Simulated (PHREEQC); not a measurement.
Make-up at 24 °C: 0.016 mol Pb(NO3)2, 0.0018 mol HNO3 and 0.00067 mol Na2SO4 per kg of water. Closed to the air; pH follows from the charge balance.

Computed with PHREEQC (ion-association model, phreeqc.dat).

The ionic strength comes out as 0.0447 mol/kgw. What activity coefficients do H+, Na+, HSO4-, PbNO3+, SO4-2 get?

H+ 0.86, Na+ 0.83, HSO4- 0.83, PbNO3+ 0.83, SO4-2 0.48.

Precipitation was switched off in this run. Examples of supersaturated solids here: Anglesite. Others may be too.
